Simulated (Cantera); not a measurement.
# Thermodynamics of carbon deposition, reforming and gasification, feed acetone + H2 + N2

A closed system holds: 1 mol acetone, 4.8 mol H2, 1.9 mol N2, held at 1.65 Torr.

Equilibrium computed with Cantera from the NASA thermochemical tables; the gas is ideal and each condensed phase is pure. Candidate condensed phases: C, C6H6, C7H8, C8H18, H2O; 169 gas species. Ions and electrons are included (thermal ionisation). The feed counts by its element totals alone. Equilibrium is a limit: real reactors are often held back by kinetics, nucleation or transport.

| T (K) | x H | x H2 | x N2 | x N | x C | x CO | x C3 | x HCN | x CN | x O | n C(graphite) |
|---|---|---|---|---|---|---|---|---|---|---|---|
| 2500 | 0.346 | 0.416 | 0.137 | 2.31e-6 | 7.56e-5 | 0.0772 | 0.000226 | 0.0169 | 0.000813 | 1.62e-10 | 1.61 |
| 2750 | 0.611 | 0.175 | 0.109 | 1.69e-5 | 0.00172 | 0.0637 | 0.00767 | 0.0172 | 0.00477 | 7.04e-10 | 0.973 |
| 3000 | 0.743 | 0.0487 | 0.0939 | 9.10e-5 | 0.0122 | 0.0546 | 0.0208 | 0.00713 | 0.0112 | 4.62e-9 | 0 |
| 3250 | 0.773 | 0.0127 | 0.0889 | 0.000392 | 0.0388 | 0.0514 | 0.0109 | 0.00188 | 0.0146 | 4.01e-8 | 0 |
| 3500 | 0.767 | 0.00371 | 0.0871 | 0.00139 | 0.0715 | 0.0497 | 0.00198 | 0.000397 | 0.0127 | 3.83e-7 | 0 |
| 3750 | 0.762 | 0.00127 | 0.0870 | 0.00422 | 0.0864 | 0.0490 | 0.000161 | 7.40e-5 | 0.00805 | 3.89e-6 | 0 |
| 4000 | 0.758 | 0.000498 | 0.0846 | 0.0110 | 0.0915 | 0.0486 | 1.30e-5 | 1.51e-5 | 0.00480 | 3.31e-5 | 0 |
| 4250 | 0.752 | 0.000216 | 0.0778 | 0.0249 | 0.0935 | 0.0480 | 1.28e-6 | 3.48e-6 | 0.00287 | 0.000225 | 0 |
| 4500 | 0.742 | 0.000101 | 0.0651 | 0.0489 | 0.0944 | 0.0464 | 1.60e-7 | 8.85e-7 | 0.00172 | 0.00122 | 0 |
| 4750 | 0.726 | 5.05e-5 | 0.0467 | 0.0824 | 0.0969 | 0.0415 | 2.61e-8 | 2.40e-7 | 0.00101 | 0.00503 | 0 |
| 5000 | 0.706 | 2.65e-5 | 0.0273 | 0.117 | 0.104 | 0.0310 | 5.85e-9 | 6.84e-8 | 0.000584 | 0.0143 | 0 |
x: gas mole fraction; n: condensed amount in mol.

From 2500 K to 2750 K the condensed part is C(graphite). From 3000 K to 5000 K nothing is condensed. The main C-bearing gas is CO at 2500 K and C at 5000 K.
